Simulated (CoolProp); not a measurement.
Values from CoolProp's reference Helmholtz-energy equation of state, Lemmon 2016.

Question: For R115, give the phase and the Z, cp (kJ/(kg K)), isothermal compressibility (1/MPa), fugacity coefficient at 67.55 °C and 40.8 bar; 163.15 °C and 40.8 bar; 210.95 °C and 40.8 bar.

Answer: 
- 67.55 °C and 40.8 bar: liquid; Z 0.206, cp 1.31, isothermal compressibility 0.0315, fugacity coefficient 0.460
- 163.15 °C and 40.8 bar: supercritical; Z 0.775, cp 1.02, isothermal compressibility 0.318, fugacity coefficient 0.805
- 210.95 °C and 40.8 bar: supercritical; Z 0.862, cp 0.996, isothermal compressibility 0.282, fugacity coefficient 0.870
